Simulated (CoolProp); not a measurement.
Vapour-liquid equilibrium of cyclohexane (1) + benzene (2) at 295.7 K; x and y are mole fractions of (1).

Computed with CoolProp (multi-fluid Helmholtz-energy mixture model, Zhou 2014 and Thol 2012; pair parameters Bell 2016).

```tsv
x	bubble pressure (kPa)	y at the bubble point	dew pressure at overall composition x (kPa)	liquid density (mol/L)
0.05	11.73	0.081	11.58	11.09
0.125	12.19	0.179	11.94	10.91
0.2	12.53	0.258	12.29	10.74
0.275	12.76	0.326	12.59	10.57
0.35	12.91	0.387	12.82	10.41
0.425	13.00	0.444	12.97	10.25
0.5	13.02	0.500	13.02	10.10
0.575	13.00	0.557	12.98	9.958
0.65	12.91	0.617	12.85	9.818
0.725	12.77	0.682	12.65	9.683
0.8	12.56	0.753	12.41	9.552
0.875	12.29	0.834	12.14	9.425
0.95	11.93	0.928	11.84	9.303
```

y crosses x between x = 0.5 and 0.575: the model has an azeotrope there.

The pair parameters rest on a limited set of measurements; away from them the model extrapolates.
